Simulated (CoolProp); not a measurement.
Vapour-liquid equilibrium of R125 (1) + R227EA (2) at 23.85 °C; x and y are mole fractions of (1).

Computed with CoolProp (multi-fluid Helmholtz-energy mixture model, Lemmon 2005 and Lemmon 2016; pair parameters Bell 2016).

Q: Give the bubble pressure and the first vapour's composition at x = 0.05, 0.35, 0.85. Is there an azeotrope?

A: x = 0.05: 0.4783 MPa, y = 0.116; x = 0.35: 0.7271 MPa, y = 0.567; x = 0.85: 1.185 MPa, y = 0.927. No azeotrope shows between x = 0.05 and 0.95.

Pair parameters are fitted to limited data, so mixtures are less certain than the pure fluids.
